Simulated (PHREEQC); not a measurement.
Make-up at 25 °C: 0.0011 mol H3BO3, 0.0034 mol NH3 and 0.001 mol LiCl per kg of water. Closed to the air; pH follows from the charge balance.

The numbers come from PHREEQC with the ion-association model, phreeqc.dat.

Each row changes one thing in this solution. No solid was allowed to form.

```json
[
 {"case": "as made", "pH": "9.72", "ionic strength (mol/kgw)": "0.00189", "H2BO3- (mol/kgw)": "0.000834", "H3BO3 (mol/kgw)": "0.000266"},
 {"case": "NH3 left out", "pH": "6.10", "ionic strength (mol/kgw)": "…", "H2BO3- (mol/kgw)": "8.17e-7", "H3BO3 (mol/kgw)": "0.00110"},
 {"case": "H3BO3 from 0.0011 to 0.00121 mol/kgw", "pH": "9.68", "ionic strength (mol/kgw)": "0.00195", "H2BO3- (mol/kgw)": "0.000898", "H3BO3 (mol/kgw)": "…"},
 {"case": "5.6e-05 mol/kgw LiOH added", "pH": "9.74", "ionic strength (mol/kgw)": "0.00191", "H2BO3- (mol/kgw)": "…", "H3BO3 (mol/kgw)": "…"},
 {"case": "diluted 10-fold with water", "pH": "9.56", "ionic strength (mol/kgw)": "…", "H2BO3- (mol/kgw)": "7.48e-5", "H3BO3 (mol/kgw)": "3.52e-5"}
]
```

Complete the blanks.


- NH3 left out, ionic strength (mol/kgw): 0.00100
- H3BO3 from 0.0011 to 0.00121 mol/kgw, H3BO3 (mol/kgw): 0.000312
- 5.6e-05 mol/kgw LiOH added, H2BO3- (mol/kgw): 0.000847
- 5.6e-05 mol/kgw LiOH added, H3BO3 (mol/kgw): 0.000253
- diluted 10-fold with water, ionic strength (mol/kgw): 0.000212

Species that the database lacks are ignored.
